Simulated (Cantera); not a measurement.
## Thermodynamics of carbothermic reduction, feed SiO₂ + CO + CH₄

Charge: 1 mol SiO₂, 1.3 mol CO, a varied amount of CH₄, equilibrated at 1773.15 K and 16000 Pa.

These are equilibrium values from Cantera (NASA tables, ideal gas, pure condensed phases), not measurements of a reactor. Candidate condensed phases: C, C₆H₆, C₇H₈, C₈H₁₈, H₂O, Si, SiC, SiO₂; 123 gas species. Mutual solubility and eutectic melting of coexisting phases are not modelled. The tables hold silica as quartz up to 1696 K and as liquid above; real silica turns to tridymite and cristobalite and melts near 1996 K. Equilibrium is a limit: real reactors are often held back by kinetics, nucleation or transport.

| n(CH₄) (mol) | log p H₂ | log p CO | log p SiO | log p H | n SiC(s) | n SiO₂(condensed) | n C(graphite) |
|---|---|---|---|---|---|---|---|
| 0.56 | -1.23 | -1.04 | -2.02 | -4.16 | 0.126 | 0.692 | 0 |
| 1.1 | -1.12 | -1.13 | -1.99 | -4.11 | 0.268 | 0.435 | 0 |
| 1.6 | -1.08 | -1.18 | -1.97 | -4.08 | 0.397 | 0.194 | 0 |
| 2.2 | -1.04 | -1.22 | -2.08 | -4.07 | 0.600 | 0 | 0 |
| 2.7 | -1.00 | -1.24 | -2.56 | -4.05 | 0.850 | 0 | 0 |
| 3.2 | -0.98 | -1.27 | -3.56 | -4.03 | 0.983 | 0 | 0.231 |
| 3.7 | -0.96 | -1.31 | -3.60 | -4.02 | 0.983 | 0 | 0.731 |
| 4.3 | -0.94 | -1.36 | -3.64 | -4.01 | 0.983 | 0 | 1.33 |
| 4.8 | -0.92 | -1.39 | -3.68 | -4.01 | 0.983 | 0 | 1.83 |
| 5.3 | -0.91 | -1.42 | -3.71 | -4.00 | 0.983 | 0 | 2.33 |
| 5.9 | -0.90 | -1.46 | -3.75 | -4.00 | 0.983 | 0 | 2.93 |
log p: log10 of the partial pressure in bar; n: condensed amount in mol.

From 0.56 mol CH₄ to 1.6 mol CH₄ the condensed part is SiC(s) + SiO₂(condensed). From 2.2 mol CH₄ to 2.7 mol CH₄ the condensed part is SiC(s). From 3.2 mol CH₄ to 5.9 mol CH₄ the condensed part is C(graphite) + SiC(s). The main Si-bearing gas is SiO throughout.
